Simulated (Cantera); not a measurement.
An isothermal, constant-pressure homogeneous reactor starts with 90.1 % NH3, 9.91 % H2, at 1400 K and 0.178 atm.

Model: the gas-phase N/H chemistry of the illustrative SiF4/NH3 mechanism in the Surface Chemkin manual (1991), integrated in Cantera. Walls and surfaces, which speed up NH3 decomposition in real reactors, are not modelled.

### Question
Predict: x(NH3) at 300 s; x(H2) at 300 s; x(N2) at 300 s; x(NH) at 300 s.

### Answer
| Item | Result |
|---|---|
| x(NH3) at 300 s | 0.594 (gas-phase equilibrium 4.91e-6) |
| x(H2) at 300 s | 0.325 (gas-phase equilibrium 0.763) |
| x(N2) at 300 s | 0.0807 (gas-phase equilibrium 0.237) |
| x(NH) at 300 s | 2.31e-8 (gas-phase equilibrium <1e-12) |
